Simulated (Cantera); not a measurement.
A closed system holds: 1 mol CH₃SiH₃, a varied amount of C₃H₈, 1300 mol H₂, equilibrated at 1775 K and 100000 Pa.

Equilibrium computed with Cantera from the NASA thermochemical tables; the gas is ideal and each condensed phase is pure. Candidate condensed phases: C, C₆H₆, C₇H₈, C₈H₁₈, Si, SiC; 87 gas species. The feed counts by its element totals alone. Equilibrium is a limit: real reactors are often held back by kinetics, nucleation or transport.

log p: log10 of the partial pressure in bar; n: condensed amount in mol.

```json
[
 {"n(C₃H₈) (mol)": "0.036", "log p H₂": "0.00", "log p CH₄": "-4.07", "log p H": "-3.54", "log p C₂H₂ (acetylene)": "(withheld)", "log p SiH₂": "-5.28", "log p CH₃": "-6.30", "log p C₂H₄": "-7.38", "n SiC(s)": "0.991", "n C(graphite)": "0"},
 {"n(C₃H₈) (mol)": "0.06", "log p H₂": "0.00", "log p CH₄": "-3.87", "log p H": "-3.54", "log p C₂H₂ (acetylene)": "(withheld)", "log p SiH₂": "-5.47", "log p CH₃": "-6.10", "log p C₂H₄": "-6.99", "n SiC(s)": "0.995", "n C(graphite)": "0"},
 {"n(C₃H₈) (mol)": "0.1", "log p H₂": "0.00", "log p CH₄": "-3.67", "log p H": "-3.54", "log p C₂H₂ (acetylene)": "(withheld)", "log p SiH₂": "-5.68", "log p CH₃": "-5.90", "log p C₂H₄": "-6.59", "n SiC(s)": "0.997", "n C(graphite)": "0"},
 {"n(C₃H₈) (mol)": "0.17", "log p H₂": "0.00", "log p CH₄": "-3.47", "log p H": "-3.54", "log p C₂H₂ (acetylene)": "(withheld)", "log p SiH₂": "-5.88", "log p CH₃": "-5.70", "log p C₂H₄": "-6.18", "n SiC(s)": "0.998", "n C(graphite)": "0"},
 {"n(C₃H₈) (mol)": "0.29", "log p H₂": "0.00", "log p CH₄": "-3.27", "log p H": "-3.54", "log p C₂H₂ (acetylene)": "(withheld)", "log p SiH₂": "-6.08", "log p CH₃": "-5.50", "log p C₂H₄": "-5.78", "n SiC(s)": "0.999", "n C(graphite)": "0"},
 {"n(C₃H₈) (mol)": "0.49", "log p H₂": "0.00", "log p CH₄": "-3.08", "log p H": "-3.54", "log p C₂H₂ (acetylene)": "-3.85", "log p SiH₂": "-6.27", "log p CH₃": "-5.31", "log p C₂H₄": "-5.40", "n SiC(s)": "0.999", "n C(graphite)": "0"},
 {"n(C₃H₈) (mol)": "0.82", "log p H₂": "0.00", "log p CH₄": "-3.08", "log p H": "-3.54", "log p C₂H₂ (acetylene)": "-3.85", "log p SiH₂": "-6.27", "log p CH₃": "-5.31", "log p C₂H₄": "-5.40", "n SiC(s)": "0.999", "n C(graphite)": "0.983"}
]
```

What belongs in the gaps?


- 0.036, log p C₂H₂ (acetylene): -5.82
- 0.06, log p C₂H₂ (acetylene): -5.44
- 0.1, log p C₂H₂ (acetylene): -5.04
- 0.17, log p C₂H₂ (acetylene): -4.62
- 0.29, log p C₂H₂ (acetylene): -4.22
